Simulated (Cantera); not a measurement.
Mixture: H2 : O2 : N2 = 1 : 0.417 : 1.57 (molar parts), equivalence ratio 1.2, at 21800 Torr, adiabatic and at constant pressure. Ignition delay is the time to a rise of 400 K.

Detailed kinetics in Cantera: the H2/O2 subset of GRI-Mech 3.0, which has no nitrogen chemistry. The hydrogen kinetics of GRI-Mech 3.0 are dated; newer H2 mechanisms differ, most at raised pressure. The pressure lies above the range GRI-Mech 3.0 was tuned for (to about 10 atm).

Q: What does this change do: pressure from 21800 Torr to 15800 Torr?

A: 
```csv
quantity,before,after
delay at 1075 K,0.995 ms,1.16 ms
delay at 1225 K,69.1 µs,67.5 µs
delay at 1375 K,4.56 µs,2.84 µs
delay at 1525 K,0.654 µs,0.756 µs
delay at 1675 K,0.321 µs,0.421 µs
apparent activation energy between 1525 and 1675 K,100 kJ/mol,83 kJ/mol
```

Q: What does this change do: constant volume in place of constant pressure?

A: 
```csv
quantity,before,after
delay at 1075 K,0.995 ms,0.916 ms
delay at 1225 K,69.1 µs,65.2 µs
delay at 1375 K,4.56 µs,4.42 µs
delay at 1525 K,0.654 µs,0.626 µs
delay at 1675 K,0.321 µs,0.305 µs
apparent activation energy between 1525 and 1675 K,100 kJ/mol,100 kJ/mol
```

Q: What does this change do: N2 1.57 to 4.2 parts?

A: 
```tsv
quantity	before	after
delay at 1075 K	0.995 ms	1.65 ms
delay at 1225 K	69.1 µs	0.112 ms
delay at 1375 K	4.56 µs	6.92 µs
delay at 1525 K	0.654 µs	1.26 µs
delay at 1675 K	0.321 µs	0.665 µs
apparent activation energy between 1525 and 1675 K	100 kJ/mol	90 kJ/mol
```
